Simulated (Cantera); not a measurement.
What does this Cantera script print?

```python
import numpy as np
import cantera as ct

gas_names = """
    O O2 O3 S SO SO2 SO3 S2 S2O S8
""".split()
cond_names = """
    S(cr1) S(cr2) S(L)
""".split()


def load(file, names, dense=False):
    # The tables refer to 1 bar. Condensed volumes are neglected.
    table = {s.name: s for s in ct.Species.list_from_file(file)}
    out = []
    for n in names:
        d = dict(table[n].input_data)
        d["thermo"] = dict(d["thermo"], **{"reference-pressure": 1e5})
        if dense:
            d["equation-of-state"] = {"model": "constant-volume", "density": "1e6 g/cm^3"}
        out.append(ct.Species.from_dict(d))
    return out


gas = ct.Solution(thermo="ideal-gas", species=load("nasa_gas.yaml", gas_names))
cond = {s.name: ct.Solution(thermo="fixed-stoichiometry", species=[s], name=s.name)
        for s in load("nasa_condensed.yaml", cond_names, dense=True)}
atoms = {
    'SO2': {'S': 1, 'O': 2},
    'O2': {'O': 2},
}
top_T = {}  # K; cautious upper limits of use, not melting points


def equilibrate(T, P, feed):
    n = {}
    for name, mol in feed.items():
        for a, k in atoms[name].items():
            n[a] = n.get(a, 0.0) + k * mol
    gas.TPX = T, P, n
    mass = sum(n.values()) * gas.mean_molecular_weight
    gas.equilibrate("TP")
    valid = [c for c in cond.values() if c.min_temp <= T <= top_T.get(c.name, c.max_temp)]
    mix = ct.Mixture([(gas, mass / gas.mean_molecular_weight)] + [(c, 0.0) for c in valid])
    mix.T, mix.P = T, P
    mix.equilibrate("TP", solver="vcs", rtol=1e-11, max_steps=5000)
    return mix


results = []
feed = {'SO2': 1, 'O2': 0.24}  # mol
T = 2250  # K
P = 1000  # Pa
mix = equilibrate(T, P, feed)
results.append((T, P, feed, dict(zip(mix.species_names, mix.species_moles))))
x = sorted(zip(gas.X, gas.species_names), reverse=True)
print(f"T = {T:g} K  P = {P:g} Pa  gas = {mix.phase_moles(0):.4g} mol")
print("   x: " + "  ".join(f"{s} {v:.3e}" for v, s in x if v > 0.001))
print("   condensed (mol): " + ("  ".join(f"{mix.phase(i).name} {mix.phase_moles(i):.4g}"
      for i in range(1, mix.n_phases) if mix.phase_moles(i) > 1e-12) or "none"))
```

Result:

```
T = 2250 K  P = 1000 Pa  gas = 1.263 mol
   x: SO2 7.721e-01  O2 1.919e-01  SO 1.961e-02  O 1.616e-02
   condensed (mol): none
```

Method: chemical equilibrium by Gibbs-energy minimisation in Cantera with the NASA 1993 tables (ideal gas, pure condensed phases).
